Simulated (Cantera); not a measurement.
Stirred combustor or abatement burner

A perfectly stirred reactor is fed with CH₃OH : O₂ : N₂ = 1 : 0.938 : 7.22 (molar parts), equivalence ratio 1.6, at 2.47 atm; it is adiabatic with a 798 K inlet, and is followed from long to short residence time, starting on the burning branch (τ in s: 0.075, 0.034, 0.015, 0.007, 0.0031, 0.0014, 0.00064, 0.00029, 0.00013, 6e-05, 2.7e-05, 1.2e-05, 5.5e-06).

Computed with Cantera and GRI-Mech 3.0 (53 species, 325 reactions). GRI-Mech 3.0 was tuned for natural gas; its chemistry of methanol as a main component is partial and can be far from experiment.

```csv
τ (s),T (K),x CH₃OH,x O₂,x C₂H₂,x CO,x CH₂O
0.075,1799,2.23e-6,5.51e-5,7.18e-8,0.0572,1.91e-6
0.034,1796,3.56e-6,8.88e-5,1.32e-7,0.0572,3.03e-6
0.015,1792,5.93e-6,0.000149,2.79e-7,0.0572,5.00e-6
0.0070,1787,9.84e-6,0.000247,6.08e-7,0.0572,8.21e-6
0.0031,1780,1.77e-5,0.000440,1.48e-6,0.0574,1.45e-5
0.0014,1770,3.30e-5,0.000806,3.50e-6,0.0580,2.66e-5
0.00064,1757,6.52e-5,0.00154,7.57e-6,0.0592,5.17e-5
0.00029,1732,0.000144,0.00323,1.39e-5,0.0619,0.000112
0.00013,1657,0.000486,0.00913,1.71e-5,0.0696,0.000364
6.0e-5,798,0.109,0.102,<1e-12,<1e-12,<1e-12
2.7e-5,798,0.109,0.102,<1e-12,<1e-12,<1e-12
1.2e-5,798,0.109,0.102,<1e-12,<1e-12,<1e-12
5.5e-6,798,0.109,0.102,<1e-12,<1e-12,<1e-12
```
x: mole fraction; the columns are a selection and need not sum to one.
